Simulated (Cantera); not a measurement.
Cantera run:

```python
import numpy as np
import cantera as ct

gas_names = [...]  # 114 gases of nasa_gas.yaml made of C, Fe, H, O
cond_names = """
    C(gr) C6H6(L) C7H8(L) C8H18(L),n-octa Fe(a) Fe(c) Fe(d) Fe(L) FeC5O5(L) FeO(s) FeO(L) Fe(OH)2(s)
    Fe(OH)3(s) Fe2O3(s) Fe3O4(s) H2O(s) H2O(L)
""".split()


# ... load() reads the species with a 1 bar reference pressure and builds the phases ...
atoms = {
    'Fe3O4': {'Fe': 3, 'O': 4},
    'CH4': {'C': 1, 'H': 4},
    'H2': {'H': 2},
    'C': {'C': 1},
}
top_T = {'C(gr)': 4500, 'Fe2O3(s)': 1830, 'Fe3O4(s)': 1870}  # K; cautious upper limits of use, not melting points


# ... equilibrate(T, P, feed) seeds the gas with the atoms and calls Mixture.equilibrate('TP', solver="gibbs", rtol=1e-10, max_steps=50000) ...
results = []
T = 875  # K
P = 2900  # Pa
for m in [0.69, 0.96, 1.2, 1.5, 1.7, 2, 2.3, 2.5, 2.8, 3.1, 3.3, 3.6]:
    feed = {'Fe3O4': 1, 'CH4': 2.3, 'H2': 13, 'C': m}  # mol
    mix = equilibrate(T, P, feed)
    results.append((T, P, feed, dict(zip(mix.species_names, mix.species_moles))))
    x = sorted(zip(gas.X, gas.species_names), reverse=True)
    print(f"T = {T:g} K  P = {P:g} Pa  n(C) = {m:g} mol  gas = {mix.phase_moles(0):.4g} mol")
    print("   x: " + "  ".join(f"{s} {v:.3e}" for v, s in x if v > 1e-05))
    print("   condensed (mol): " + ("  ".join(f"{mix.phase(i).name} {mix.phase_moles(i):.4g}"
          for i in range(1, mix.n_phases) if mix.phase_moles(i) > 1e-12) or "none"))
```

Output:

```
T = 875 K  P = 2900 Pa  n(C) = 0.69 mol  gas = 20.47 mol
   x: H2 8.171e-01  CO 1.280e-01  H2O 3.691e-02  CO2 1.525e-02  CH4 2.830e-03
   condensed (mol): Fe(a) 3
T = 875 K  P = 2900 Pa  n(C) = 0.96 mol  gas = 20.69 mol
   x: H2 8.150e-01  CO 1.409e-01  H2O 2.742e-02  CO2 1.251e-02  CH4 4.163e-03
   condensed (mol): Fe(a) 3
T = 875 K  P = 2900 Pa  n(C) = 1.2 mol  gas = 20.85 mol
   x: H2 8.120e-01  CO 1.519e-01  H2O 2.011e-02  CO2 9.926e-03  CH4 6.053e-03
   condensed (mol): Fe(a) 3
T = 875 K  P = 2900 Pa  n(C) = 1.5 mol  gas = 20.94 mol
   x: H2 8.087e-01  CO 1.598e-01  H2O 1.528e-02  CH4 8.280e-03  CO2 7.965e-03
   condensed (mol): C(gr) 0.1133  Fe(a) 3
T = 875 K  P = 2900 Pa  n(C) = 1.7 mol  gas = 20.94 mol
   x: H2 8.087e-01  CO 1.598e-01  H2O 1.528e-02  CH4 8.280e-03  CO2 7.965e-03
   condensed (mol): C(gr) 0.3133  Fe(a) 3
T = 875 K  P = 2900 Pa  n(C) = 2 mol  gas = 20.94 mol
   x: H2 8.087e-01  CO 1.598e-01  H2O 1.528e-02  CH4 8.280e-03  CO2 7.965e-03
   condensed (mol): C(gr) 0.6133  Fe(a) 3
T = 875 K  P = 2900 Pa  n(C) = 2.3 mol  gas = 20.94 mol
   x: H2 8.087e-01  CO 1.598e-01  H2O 1.528e-02  CH4 8.280e-03  CO2 7.965e-03
   condensed (mol): C(gr) 0.9133  Fe(a) 3
T = 875 K  P = 2900 Pa  n(C) = 2.5 mol  gas = 20.94 mol
   x: H2 8.087e-01  CO 1.598e-01  H2O 1.528e-02  CH4 8.280e-03  CO2 7.965e-03
   condensed (mol): C(gr) 1.113  Fe(a) 3
T = 875 K  P = 2900 Pa  n(C) = 2.8 mol  gas = 20.94 mol
   x: H2 8.087e-01  CO 1.598e-01  H2O 1.528e-02  CH4 8.280e-03  CO2 7.965e-03
   condensed (mol): C(gr) 1.413  Fe(a) 3
T = 875 K  P = 2900 Pa  n(C) = 3.1 mol  gas = 20.94 mol
   x: H2 8.087e-01  CO 1.598e-01  H2O 1.528e-02  CH4 8.280e-03  CO2 7.965e-03
   condensed (mol): C(gr) 1.713  Fe(a) 3
T = 875 K  P = 2900 Pa  n(C) = 3.3 mol  gas = 20.94 mol
   x: H2 8.087e-01  CO 1.598e-01  H2O 1.528e-02  CH4 8.280e-03  CO2 7.965e-03
   condensed (mol): C(gr) 1.913  Fe(a) 3
T = 875 K  P = 2900 Pa  n(C) = 3.6 mol  gas = 20.94 mol
   x: H2 8.087e-01  CO 1.598e-01  H2O 1.528e-02  CH4 8.280e-03  CO2 7.965e-03
   condensed (mol): C(gr) 2.213  Fe(a) 3
```

Cantera equilibrium calculation (NASA polynomials, part measured and part estimated; ideal gas, pure solids and liquids). Condensed phases not in the tables: cementite and carbon dissolved in iron.
